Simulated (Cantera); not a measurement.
A closed system holds: 1 mol AlI3, 0.64 mol N2, 13 mol H2, 6.4 mol O2, equilibrated at 1148.15 K and 0.130 bar.

Equilibrium computed with Cantera from the NASA thermochemical tables; the gas is ideal and each condensed phase is pure. Candidate condensed phases: Al, AlI3, AlN, Al2O3, H2O, I2; 41 gas species. The numbers say what is thermodynamically allowed, not how fast it happens.

**Question.** What is the equilibrium state?

**Answer.** 
```json
{
 "x(H2O)": "0.726",
 "x(HI)": "0.116",
 "x(I)": "0.0540",
 "x(H2)": "0.0511",
 "x(N2)": "0.0411",
 "x(I2)": "0.0113",
 "n(Al2O3(s))": "0.500 mol",
 "gas_amount": "15.56 mol",
 "log10 activity of I2(l) (absent)": "-5.02",
 "log10 activity of Al(l) (absent)": "-19.00"
}
```
